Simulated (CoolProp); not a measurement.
A single-stage vapour-compression cycle with n-perfluorobutane: evaporating at 293.15 K (dew point), condensing at 363.15 K (bubble point), superheat 0 K, subcooling 8 K, compressor efficiency 0.85, no pressure losses. Each further row changes one setting.

The numbers come from the reference Helmholtz-energy equation of state, Gao 2022 in CoolProp.

| case | cooling COP | pressure ratio | discharge temperature (K) | refrigerating effect (kJ/kg) | volumetric capacity (kJ/m³) |
|---|---|---|---|---|---|
| as stated | 0.976 | 6.33 | 363.2 | 15.2 | 370 |
| evaporating temperature 298.15 K | 1.32 | ___ | 363.2 | ___ | 543 |
| condensing temperature 358.15 K | 1.43 | 5.68 | 358.1 | ___ | 526 |
| subcooling 13 K | 1.40 | 6.33 | 363.2 | 21.8 | 529 |
| superheat 10 K | 1.35 | 6.33 | 363.2 | 24.1 | ___ |
| compressor efficiency 0.75 | 0.861 | 6.33 | 363.2 | 15.2 | 370 |

**Question.** Some entries are withheld; supply them.

**Answer.** 
- evaporating temperature 298.15 K, pressure ratio: 5.38
- evaporating temperature 298.15 K, refrigerating effect (kJ/kg): 19.1
- condensing temperature 358.15 K, refrigerating effect (kJ/kg): 21.7
- superheat 10 K, volumetric capacity (kJ/m³): 559

The compression ends wet for: as stated; evaporating temperature 298.15 K; condensing temperature 358.15 K; subcooling 13 K; superheat 10 K; compressor efficiency 0.75.
